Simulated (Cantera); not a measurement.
# Gas activation for diamond growth

An isothermal, constant-pressure homogeneous reactor starts with CH₄ : H₂ : H = 0.01 : 1 : 0.0058 (molar parts), at 1600 K and 63.8 Torr.

Model: GRI-Mech 3.0 (53 species, 325 reactions), integrated in Cantera. GRI-Mech 3.0 stops at C3 and has no aromatics, soot or wall deposition, so with more carbon than oxygen in the feed, carbon stays in small species such as C2H2 where larger ones or solid carbon would form.

```
t (s)       x CH₄   x H₂       x H    x C₂H₂   x C₂H₆     x C₂H
--------  -------  -----  --------  --------  -------  --------
1.00e-6   0.00973  0.985   0.00560    <1e-12  1.56e-9    <1e-12
4.92e-6   0.00941  0.985   0.00527  2.30e-10  1.22e-7    <1e-12
2.42e-5   0.00900  0.985   0.00480   7.86e-8  2.77e-6  1.79e-12
0.000119  0.00899  0.986   0.00443   3.64e-6  6.58e-6  5.53e-11
0.000585  0.00908  0.987   0.00327   4.67e-5  5.16e-6  5.20e-10
0.00288   0.00920  0.989   0.00144  0.000168  2.41e-6  8.22e-10
0.0141    0.00921  0.990  0.000416  0.000274  6.28e-7  3.85e-10
0.0695    0.00916  0.990  0.000186  0.000330  2.14e-7  2.09e-10
0.342     0.00889  0.990  0.000181  0.000463  1.93e-7  2.83e-10
1.68      0.00778  0.991  0.000182   0.00101  1.50e-7  6.22e-10
8.27      0.00484  0.992  0.000184   0.00246  6.22e-8   1.53e-9
40.7      0.00208  0.994  0.000187   0.00382  1.71e-8   2.41e-9
200       0.00165  0.994  0.000187   0.00403  1.34e-8   2.55e-9
```
x: mole fraction; the columns are a selection and need not sum to one.

Equilibrium at this temperature and pressure: CH₄ 0.00165, H₂ 0.994, H 0.000187, C₂H₂ 0.00403, C₂H₆ 1.34e-8, C₂H 2.55e-9 (gas phase only).
